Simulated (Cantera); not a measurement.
A closed system holds: 1 mol Si2Cl6, 0.045 mol Cl2, 47 mol N2, equilibrated at 1277 °C and 51.0 mbar.

Cantera equilibrium calculation (NASA polynomials, part measured and part estimated; ideal gas, pure solids and liquids). Candidate condensed phases: Si, Si3N4; 13 gas species. The feed counts by its element totals alone. The tables' values for SiCl3 are old estimates; treat these amounts as uncertain. The numbers say what is thermodynamically allowed, not how fast it happens.

Base state: N2 0.959, SiCl4 0.0165, SiCl2 0.0149, SiCl3 0.00940, Cl 0.000171 (mole fractions); condensed: gas only.

**Question.** What changes in the equilibrium state with this change: temperature from 1277 °C to 777 °C?

**Answer.** 
```
species          before    after
-------------  --------  -------
N2                0.959    0.968
SiCl4            0.0165   0.0315
SiCl3           0.00940  6.11e-5
SiCl2            0.0149  2.15e-6
Cl             0.000171  2.49e-8
Si3N4(s), mol         0    0.159
```
N2 is the only nitrogen source here; it is nearly inert below about 1500 K, so the nitride shown seldom forms there in practice.
